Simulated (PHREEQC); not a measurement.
Consider water at 25 °C with 24 mmol/kgw CuCl2, 52 mmol/kgw HCl and 0.23 mmol/kgw Na2SO4. Closed to the air; pH follows from the charge balance.

Model: ion-association model, phreeqc.dat, run in PHREEQC.

Precipitation was switched off in this run.

Task: Order these Cu species by the share of Cu that they hold, largest first: CuCl2, Cu+2, CuSO4, CuCl+.

Result: Cu+2 (91 %), CuCl+ (9.0 %), CuCl2 (0.26 %), CuSO4 (0.16 %)

The pH is 1.37 and the ionic strength 0.120 mol/kgw. Complexes and solids missing from the database can't appear.
